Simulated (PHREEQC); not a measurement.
**Buffer**

Make-up at 5 °C: 0.2 mol NH4Cl and 0.0059 mol NaOH per kg of water. It is in equilibrium with CO2 at log p = -3.4 (atm). Otherwise closed; pH follows from the charge balance.

Computed with PHREEQC (ion-association model, phreeqc.dat).

Each row changes one thing in this solution. Precipitation was switched off in this run.

```
case                                             pH  ionic strength (mol/kgw)  HCO3- (mol/kgw)  CO2 (mol/kgw)  NaHCO3 (mol/kgw)
---------------------------------------------  ----  ------------------------  ---------------  -------------  ----------------
as made                                        8.34                     0.202          0.00227        2.44e-5           4.60e-6
NH4Cl replaced by FeCl2 at the same molality   7.83                     0.556         0.000747        2.25e-5           1.24e-6
diluted 2-fold with water                      8.19                     0.102          0.00152        2.50e-5           1.74e-6
NH4Cl replaced by NH4HF2 at the same molality  2.90                     0.207          8.24e-9        2.44e-5          1.59e-11
diluted 5-fold with water                      7.95                    0.0408         0.000816        2.53e-5           4.30e-7
NaOH replaced by NaAlO2 at the same molality   7.37                     0.206         0.000241        2.44e-5           4.87e-7
temperature from 5 to 60 °C                    6.96                     0.200          4.20e-5        6.25e-6           5.98e-8
NH4Cl from 0.2 to 0.3 mol/kgw                  8.25                     0.302          0.00188        2.39e-5           3.52e-6
```

Some of these states are supersaturated (in Siderite, Al(OH)3(a), Gibbsite (slow to form), for instance). Away from 25 °C the constants follow the database's enthalpies or fits; those with neither stay at their 25 °C values.
